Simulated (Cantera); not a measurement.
Charge: 1 mol CuO, a varied amount of H₂, 22 mol N₂, equilibrated at 902 °C and 60.8 Torr.

Cantera equilibrium calculation (NASA polynomials, part measured and part estimated; ideal gas, pure solids and liquids). Candidate condensed phases: Cu, CuO, Cu(OH)₂, Cu₂O, H₂O; 27 gas species. Mutual solubility and eutectic melting of coexisting phases are not modelled. Equilibrium is a limit: real reactors are often held back by kinetics, nucleation or transport.

x: gas mole fraction; n: condensed amount in mol.

```
n(H₂) (mol)   x N₂     x H₂   x H₂O   x NH₃     x O₂      x NO  n Cu(s)  n Cu₂O(s)
-----------  -----  -------  ------  ------  -------  --------  -------  ---------
0.97         0.958  1.54e-6  0.0422  <1e-12  5.16e-7   2.78e-7    0.940     0.0300
1.6          0.932   0.0254  0.0424     [?]   <1e-12  1.67e-11    1.000          0
2.2          0.909   0.0496  0.0413     [?]   <1e-12  8.25e-12    1.000          0
2.9          0.884   0.0763  0.0402     [?]   <1e-12  5.14e-12    1.000          0
3.5          0.863   0.0980  0.0392     [?]   <1e-12  3.86e-12    1.000          0
4.1          0.843    0.119  0.0383     [?]   <1e-12  3.08e-12    1.000          0
4.7          0.824    0.139  0.0375     [?]   <1e-12  2.55e-12    1.000          0
5.4          0.803    0.161  0.0365     [?]   <1e-12  2.12e-12    1.000          0
6            0.786    0.179  0.0357     [?]   <1e-12  1.84e-12    1.000          0
6.6          0.769    0.196  0.0350     [?]   <1e-12  1.63e-12    1.000          0
7.3          0.751    0.215  0.0341     [?]   <1e-12  1.43e-12    1.000          0
7.9          0.736    0.231  0.0334     [?]   <1e-12  1.29e-12    1.000          0
```

Task: What belongs in the gaps?

Result: 
- 1.6, x NH₃: 6.83e-8
- 2.2, x NH₃: 1.84e-7
- 2.9, x NH₃: 3.46e-7
- 3.5, x NH₃: 4.97e-7
- 4.1, x NH₃: 6.56e-7
- 4.7, x NH₃: 8.17e-7
- 5.4, x NH₃: 1.01e-6
- 6, x NH₃: 1.17e-6
- 6.6, x NH₃: 1.33e-6
- 7.3, x NH₃: 1.51e-6
- 7.9, x NH₃: 1.66e-6
